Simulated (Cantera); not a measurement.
Charge: 1 mol SiC, 0.039 mol H2O, 11 mol H2, at 650 Pa.

Method: chemical equilibrium by Gibbs-energy minimisation in Cantera with the NASA 1993 tables (ideal gas, pure condensed phases). Candidate condensed phases: C, C6H6, C7H8, C8H18, H2O, Si, SiC, SiO2; 123 gas species. Gases not in the tables: Si2H6 and higher silanes. The numbers say what is thermodynamically allowed, not how fast it happens.

Task: What share of the Si ends up in condensed phases as a function of T (K), at 1375, 1475, 1575, 1675, 1775, 1875, 1975, 2075, 2175?

Result: 
| T (K) | Si condensed (%) | as |
|---|---|---|
| 1375 | 98.1 | SiC(s) |
| 1475 | 98.0 | SiC(s) |
| 1575 | 98.0 | SiC(s) |
| 1675 | 98.0 | SiC(s) |
| 1775 | 98.0 | SiC(s) |
| 1875 | 97.7 | SiC(s) |
| 1975 | 97.0 | SiC(s) |
| 2075 | 95.8 | SiC(s) |
| 2175 | 92.2 | SiC(s) |
